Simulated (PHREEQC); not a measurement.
Synthetic water in mmol/kgw, 20 °C, pH 7.76:

```tsv
constituent	mmol/kgw
Na	588
K	0.767
Ca	12.9
Mg	15.9
Cl	620
S(6)	9.46
Alkalinity (meq/kgw)	0.104
```

Valence states are taken as typed.

Computed with PHREEQC (Pitzer model, pitzer.dat).

Question: The ionic strength comes out as 0.681 mol/kgw. What activity coefficients do HCO3-, Cl-, K+, CO3-2, Ca+2 get?

Answer: HCO3- 0.64, Cl- 0.63, K+ 0.65, CO3-2 0.099, Ca+2 0.25. Single-ion values are on the MacInnes scale.

Precipitation was switched off in this run. Complexes and solids missing from the database can't appear.
